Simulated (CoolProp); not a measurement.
Saturated liquid density (kg/m³) of water: the reference equation beside estimates from Tc = 373.9 °C, pc = 220.6 bar, ω = 0.344. Rackett uses Z = 0.29056 − 0.08775 ω.

Computed with CoolProp (reference Helmholtz-energy equation of state, Wagner 2002).

| T (°C) | reference | Rackett | Soave-Redlich-Kwong |
|---|---|---|---|
| 114.75 | 947.3 | 799.8 | 699.8 |
| 128.55 | 936.1 | 787.0 | 689.5 |
| 142.35 | 924.0 | 774.0 | 678.6 |
| 156.05 | 911.3 | 760.7 | 667.2 |
| 169.85 | 897.6 | 746.9 | 655.0 |
| 183.55 | 883.2 | 732.8 | 642.1 |
| 197.35 | 867.7 | 718.2 | 628.4 |
| 211.05 | 851.4 | 703.1 | 613.9 |
| 224.85 | 833.9 | 687.4 | 598.3 |

Absolute difference from the reference over all 9 rows, mean and median: Rackett 16.7 and 16.8 %, Soave-Redlich-Kwong 27.1 and 27.0 %.
